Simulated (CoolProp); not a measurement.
Properties of normal hydrogen along the isotherm 20.4 K (Tc = 33.1 K, pc = 12.96 bar, ω = -0.219).

Model: reference Helmholtz-energy equation of state, Leachman 2009, in CoolProp.

```
p (bar)   phase  isothermal compressibility (1/MPa)  fugacity coefficient
-------  ------  ----------------------------------  --------------------
2.7      liquid                             0.01900                0.3559
5.4      liquid                             0.01820                0.1862
8.1      liquid                             0.01748                0.1298
10.8     liquid                             0.01683                0.1018
13.5     liquid                             0.01623               0.08514
16.2     liquid                             0.01567               0.07416
18.9     liquid                             0.01516               0.06642
21.6     liquid                             0.01469               0.06073
24.3     liquid                             0.01424               0.05639
27       liquid                             0.01383               0.05301
29.7     liquid                             0.01345               0.05033
32.4     liquid                             0.01308               0.04817
```
